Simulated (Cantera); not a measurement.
Thermal oxidation and active oxidation of silicon: Si + N₂O + N₂

Input: 1 mol Si, 0.019 mol N₂O, 170 mol N₂.

Cantera equilibrium calculation (NASA polynomials, part measured and part estimated; ideal gas, pure solids and liquids). Candidate condensed phases: Si, SiO₂, Si₂N₂O, Si₃N₄; 16 gas species. Mutual solubility and eutectic melting of coexisting phases are not modelled. Kinetics and transport are ignored.

Q: Map the stable condensed phases over T = 1575, 1625, 1675, 1725, 1775, 1825, 1875, 1925, 1975, 2025 K and P in Pa = 0.10, 1.5, 22, 320, 4600, 68000, 1000000.

A: 
```
T in K \ P in Pa
            0.10     1.5      22     320    4600   68000 1000000
   2025        A       A       A       A       B       C       C
   1975        A       A       A       A       B       C       D
   1925        A       A       A       A       B       C       D
   1875        A       A       A       B       C       C       D
   1825        A       A       A       B       C       C       D
   1775        A       A       A       B       C       D       D
   1725        A       A       B       C       C       D       D
   1675        A       A       B       C       C       D       D
   1625        A       A       B       C       D       D       D
   1575        A       B       C       C       D       D       D
```
A: gas only; B: Si; C: Si₃N₄; D: Si₂N₂O + Si₃N₄.
